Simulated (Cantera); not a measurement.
A closed system holds: 1 mol Fe₂O₃, 4 mol CH₄, 0.33 mol N₂, held at 3830 Torr.

Equilibrium computed with Cantera from the NASA thermochemical tables; the gas is ideal and each condensed phase is pure. Candidate condensed phases: C, C₆H₆, C₇H₈, C₈H₁₈, Fe, Fe(CO)₅, FeO, Fe(OH)₂, Fe(OH)₃, Fe₂O₃, Fe₃O₄, H₂O; 140 gas species. Iron dissolves carbon and melts from about 1420 K in contact with it, which pure phases cannot show. Condensed phases not in the tables: cementite and carbon dissolved in iron. Equilibrium is a limit: real reactors are often held back by kinetics, nucleation or transport.

Problem. At 2448 K, list the 4 most abundant gas species with their mole fractions, and the condensed phases.

Solution. H₂ 0.686, CO 0.263, N₂ 0.0244, HCN 0.00803. Condensed: C(graphite) + Fe(l).
